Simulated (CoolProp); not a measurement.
Vapour-liquid equilibrium of isohexane (1) + benzene (2) at 105 kPa; x and y are mole fractions of (1).

Computed with CoolProp (multi-fluid Helmholtz-energy mixture model, Lemmon 2006 and Thol 2012; pair parameters Bell 2016).

| x | bubble temperature, mixture model (K) | bubble temperature, Raoult's law (K) | y, mixture model | y, Raoult's law |
|---|---|---|---|---|
| 0.05 | 351.2 | 353.1 | 0.134 | 0.087 |
| 0.15 | 346.7 | 350.6 | 0.314 | 0.243 |
| 0.25 | 343.8 | 348.3 | 0.433 | 0.379 |
| 0.35 | 341.6 | 346.1 | 0.523 | 0.498 |
| 0.45 | 340.0 | 344.1 | 0.599 | 0.603 |
| 0.55 | 338.6 | 342.1 | 0.669 | 0.696 |
| 0.65 | 337.5 | 340.3 | 0.739 | 0.777 |
| 0.75 | 336.5 | 338.5 | 0.809 | 0.850 |
| 0.85 | 335.6 | 336.8 | 0.883 | 0.915 |
| 0.95 | 334.8 | 335.3 | 0.960 | 0.973 |

The largest gap from Raoult's law is -4.5 K in bubble temperature, at x = 0.25. No azeotrope shows between x = 0.05 and 0.95.

The pair parameters rest on a limited set of measurements; away from them the model extrapolates.
